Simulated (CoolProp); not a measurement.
Computed with CoolProp (reference Helmholtz-energy equation of state, Bücker 2006).

**Question.** For isobutane, give the phase and the Z, isothermal compressibility (1/MPa), viscosity (µPa s) at 290.9 K and 129 bar; 408.7 K and 129 bar; 467.6 K and 129 bar.

**Answer.** 
- 290.9 K and 129 bar: liquid; Z 0.534, isothermal compressibility 0.00239, viscosity 195
- 408.7 K and 129 bar: supercritical; Z 0.499, isothermal compressibility 0.0117, viscosity 74.4
- 467.6 K and 129 bar: supercritical; Z 0.551, isothermal compressibility 0.0327, viscosity 46.2

Viscosity comes from a separate model (Vogel 2000).
